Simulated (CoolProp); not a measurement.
Properties of octamethylcyclotetrasiloxane (D4) along the isotherm 427.3 K (Tc = 586.5 K, pc = 1347 kPa, ω = 0.598).

Values from CoolProp's reference Helmholtz-energy equation of state, Thol 2015.

| p (kPa) | phase | cp (kJ/(kg K)) | expansivity (1/kK) | fugacity coefficient |
|---|---|---|---|---|
| 51.8 | gas | 1.634 | 2.774 | 0.9563 |
| 104 | liquid | 1.942 | 1.676 | 0.5200 |
| 155 | liquid | 1.942 | ___ | 0.3508 |
| 207 | liquid | 1.941 | 1.669 | 0.2641 |
| 259 | liquid | 1.941 | 1.666 | ___ |
| 311 | liquid | 1.941 | 1.663 | 0.1777 |
| 363 | liquid | 1.941 | 1.659 | 0.1531 |
| 415 | liquid | 1.940 | ___ | ___ |
| 466 | liquid | 1.940 | ___ | 0.1206 |
| 518 | liquid | 1.940 | ___ | 0.1090 |
| 570 | liquid | 1.940 | ___ | 0.09964 |
| 622 | liquid | 1.939 | 1.643 | 0.09181 |
| 674 | liquid | 1.939 | 1.640 | 0.08519 |

Q: What belongs in the gaps?

A: 
- 155, expansivity (1/kK): 1.673
- 259, fugacity coefficient: 0.2122
- 415, expansivity (1/kK): 1.656
- 415, fugacity coefficient: 0.1346
- 466, expansivity (1/kK): 1.653
- 518, expansivity (1/kK): 1.650
- 570, expansivity (1/kK): 1.646
